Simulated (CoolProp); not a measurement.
The fluid at 408.71 K and 2.56 MPa (gas) is heated at constant pressure to 455.6 K. The same conditions are run with several fluids, on thermodynamics alone (safety and materials aside).

The numbers come from the reference Helmholtz-energy equation of state of each fluid (propylene: Lemmon 2013; carbonyl sulfide: Lemmon 2006; ammonia: Gao 2020; R125: Lemmon 2005) in CoolProp.

Rank propylene, carbonyl sulfide, ammonia, R125 by heat (kJ/kg), highest first.

ammonia (126), propylene (104), R125 (49.3), carbonyl sulfide (41.1)

```
fluid             final density (kg/m³)
----------------  ---------------------
propylene                          31.5
carbonyl sulfide                   44.0
ammonia                            12.2
R125                               88.3
```
